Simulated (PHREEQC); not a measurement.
Dissolve 0.0037 mol NiCl2 and 0.00045 mol MnSO4 per kg of water at 20 °C. Closed to the air; pH follows from the charge balance.

Equilibrium calculation in PHREEQC: ion-association model, wateq4f.dat.

The pH is 6.32 and the ionic strength is 0.0124 mol/kgw.

```tsv
species	molality	activity	log γ
Cl-	0.00735	0.00655	-0.050
Ni+2	0.00356	0.00227	-0.195
Mn+2	0.000432	0.000282	-0.185
SO4-2	0.000346	0.000223	-0.191
NiSO4	9.42e-5	9.45e-5	0.001
NiCl+	4.19e-5	3.74e-5	-0.049
MnSO4	1.01e-5	1.01e-5	0.001
MnCl+	8.40e-6	7.53e-6	-0.048
NiCl2	8.88e-7	8.90e-7	0.001
H+	5.30e-7	4.80e-7	-0.042
NiOH+	5.11e-7	4.57e-7	-0.049
```

Precipitation was switched off in this run.
